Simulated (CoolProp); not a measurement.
Vapour-liquid equilibrium of dimethyl ether (1) + chloromethane (R40) (2) at 1.31 MPa; x and y are mole fractions of (1).

Model: multi-fluid Helmholtz-energy mixture model, Wu 2011 and Thol 2014; pair parameters Bell 2016, in CoolProp.

Question: Give the bubble temperature and the first vapour's composition at x = 0.2, 0.65, 0.95. Is there an azeotrope?

Answer: x = 0.2: 330.6 K, y = 0.189; x = 0.65: 330.8 K, y = 0.662; x = 0.95: 329.2 K, y = 0.956. y crosses x between x = 0.35 and 0.5: the model has an azeotrope there.

Pair parameters are fitted to limited data, so mixtures are less certain than the pure fluids.
